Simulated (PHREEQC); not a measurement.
Dissolve 7.2 mol/kgw KOH and 3 mol/kgw NaCl at 25 °C. Closed to the air; pH follows from the charge balance.

Equilibrium calculation in PHREEQC: Pitzer model, pitzer.dat.

**Question.** The ionic strength comes out as 10.2 mol/kgw. What activity coefficients do K+, Na+, OH-, Cl- get?

**Answer.** K+ 1.6, Na+ 0.94, OH- 8.6, Cl- 0.73. Single-ion values are on the MacInnes scale.

No solid was allowed to form. Saturation is exceeded, for instance for Sylvite; the values hold only as long as no solid forms. Species that the database lacks are ignored. In brines, pH and single-ion activities rest on the MacInnes convention.
